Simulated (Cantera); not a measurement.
A closed system holds: 1 mol MgO, 0.7 mol CH4, 0.5 mol CO, at 1925 K and 0.00133 bar.

Cantera equilibrium calculation (NASA polynomials, part measured and part estimated; ideal gas, pure solids and liquids). Candidate condensed phases: C, C6H6, C7H8, C8H18, H2O, Mg, MgCO3, MgO, Mg(OH)2; 116 gas species. The tables' values for MgH are old estimates; treat these amounts as uncertain. Kinetics and transport are ignored.

What is the equilibrium state?


- x(H2): 0.402
- x(CO): 0.356
- x(Mg): 0.217
- x(H): 0.0166
- x(H2O): 0.00693
- x(CO2): 0.00143
- x(MgH): 7.43e-5
- x(MgOH): 6.40e-5
- x(OH): 2.47e-5
- n(MgO(s)): 0.272 mol
- gas amount: 3.356 mol
- log10 activity of Mg(l) (absent): -4.93
- log10 activity of C(graphite) (absent): -5.36
